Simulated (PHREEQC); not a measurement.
Dissolve 0.096 mol/kgw NH4HCO3 at 25 °C. Closed to the air; pH follows from the charge balance.

Model: ion-association model, wateq4f.dat, run in PHREEQC.

```
quantity        before    after
-------------  -------  -------
pH                7.75     7.76
NH3 (mol/kgw)  0.00237  0.00127
```

### Question
Which change was made?
A. NH4HCO3 from 0.096 to 0.048 mol/kgw
B. NH4HCO3 from 0.096 to 0.0192 mol/kgw
C. NH4HCO3 replaced by NH4BF4 at the same molality

### Answer
A, NH4HCO3 from 0.096 to 0.048 mol/kgw

No solid was allowed to form. Carbamate, which ammonia and carbonate form, is missing from the database.
